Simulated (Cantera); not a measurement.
## Adiabatic ignition

An adiabatic, constant-pressure homogeneous reactor starts with H2 : O2 : N2 : CO2 = 1 : 1.52 : 5.76 : 0.24 (molar parts), equivalence ratio 0.33, at 1173 K and 3.65 atm.

Model: GRI-Mech 3.0 (53 species, 325 reactions), integrated in Cantera. The hydrogen kinetics of GRI-Mech 3.0 are dated; newer H2 mechanisms differ, most at raised pressure.

```json
[
 {"t (s)": "5.00e-6", "T (K)": "1173", "x H2": "0.117", "x O2": "0.178", "x N2O": "<1e-12", "x NO": "<1e-12", "x NO2": "<1e-12", "x H2O": "1.11e-7", "x H2O2": "2.71e-10"},
 {"t (s)": "2.19e-5", "T (K)": "1180", "x H2": "0.116", "x O2": "0.177", "x N2O": "6.83e-10", "x NO": "2.17e-10", "x NO2": "2.08e-12", "x H2O": "0.00135", "x H2O2": "1.03e-5"},
 {"t (s)": "9.62e-5", "T (K)": "1983", "x H2": "0.000156", "x O2": "0.127", "x N2O": "1.73e-6", "x NO": "1.29e-5", "x NO2": "4.55e-8", "x H2O": "0.123", "x H2O2": "2.31e-7"},
 {"t (s)": "0.000422", "T (K)": "1992", "x H2": "5.02e-5", "x O2": "0.127", "x N2O": "6.11e-7", "x NO": "1.42e-5", "x NO2": "3.70e-8", "x H2O": "0.124", "x H2O2": "1.54e-7"},
 {"t (s)": "0.00185", "T (K)": "1992", "x H2": "4.96e-5", "x O2": "0.127", "x N2O": "5.63e-7", "x NO": "1.78e-5", "x NO2": "4.65e-8", "x H2O": "0.124", "x H2O2": "1.54e-7"},
 {"t (s)": "0.00811", "T (K)": "1992", "x H2": "4.95e-5", "x O2": "0.127", "x N2O": "5.63e-7", "x NO": "3.40e-5", "x NO2": "8.85e-8", "x H2O": "0.124", "x H2O2": "1.54e-7"},
 {"t (s)": "0.0356", "T (K)": "1992", "x H2": "4.95e-5", "x O2": "0.127", "x N2O": "5.63e-7", "x NO": "0.000104", "x NO2": "2.72e-7", "x H2O": "0.124", "x H2O2": "1.53e-7"},
 {"t (s)": "0.156", "T (K)": "1991", "x H2": "4.93e-5", "x O2": "0.127", "x N2O": "5.62e-7", "x NO": "0.000408", "x NO2": "1.06e-6", "x H2O": "0.124", "x H2O2": "1.53e-7"},
 {"t (s)": "0.684", "T (K)": "1989", "x H2": "4.84e-5", "x O2": "0.126", "x N2O": "5.57e-7", "x NO": "0.00161", "x NO2": "4.20e-6", "x H2O": "0.124", "x H2O2": "1.51e-7"},
 {"t (s)": "3.00", "T (K)": "1982", "x H2": "4.64e-5", "x O2": "0.125", "x N2O": "5.51e-7", "x NO": "0.00441", "x NO2": "1.16e-5", "x H2O": "0.124", "x H2O2": "1.47e-7"}
]
```
x: mole fraction; the columns are a selection and need not sum to one.

- time of steepest temperature rise: 27.7 µs
- temperature at 3.00 s: 1982 K
- equilibrium temperature: 1980 K
- x(H2) at 3.00 s: 4.64e-5 (gas-phase equilibrium 4.57e-5)
- x(O2) at 3.00 s: 0.125 (gas-phase equilibrium 0.124)
- x(N2O) at 3.00 s: 5.51e-7 (gas-phase equilibrium 5.50e-7)
